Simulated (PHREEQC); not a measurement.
1 kg of water holding 81 mmol/kgw MgCl2 and 130 mmol/kgw KCl is evaporated at 60 °C; the solids stay in contact with the brine. No CO2 enters from the air. Only these solids could form: Bischofite, Brucite, Carnallite, Sylvite, MgCl2_4H2O.

Equilibrium calculation in PHREEQC: Pitzer model, pitzer.dat.

| water left (kg) | ionic strength | water activity | Sylvite (mol) | Carnallite (mol) | Mg in solution (mol/kgw) | Cl in solution (mol/kgw) | K in solution (mol/kgw) |
|---|---|---|---|---|---|---|---|
| 1 | 0.373 | 0.992 | 0 | 0 | 0.0810 | 0.292 | 0.130 |
| 0.5552 | 0.672 | 0.986 | 0 | 0 | 0.146 | 0.526 | 0.234 |
| 0.3082 | 1.21 | 0.974 | 0 | 0 | 0.263 | 0.947 | 0.422 |
| 0.1711 | 2.18 | 0.951 | 0 | 0 | 0.473 | 1.71 | 0.760 |
| 0.09502 | 3.93 | 0.904 | 0 | 0 | 0.852 | 3.07 | 1.37 |
| 0.06418 | … | … | 0 | 0 | 1.26 | 4.55 | 2.03 |
| 0.03564 | 9.69 | … | 0.0275 | 0 | 2.27 | 7.42 | 2.88 |
| 0.01979 | 13.5 | 0.550 | 0.107 | 0 | 4.09 | 9.36 | 1.18 |
| 0.004471 | 14.7 | 0.491 | 0.0657 | 0.0603 | 4.62 | 10.1 | 0.887 |

Task: Complete the blanks.

Result: 
- 0.06418, ionic strength: 5.81
- 0.06418, water activity: 0.845
- 0.03564, water activity: 0.709

Complexes and solids missing from the database can't appear. Constants without temperature data keep their 25 °C values here.
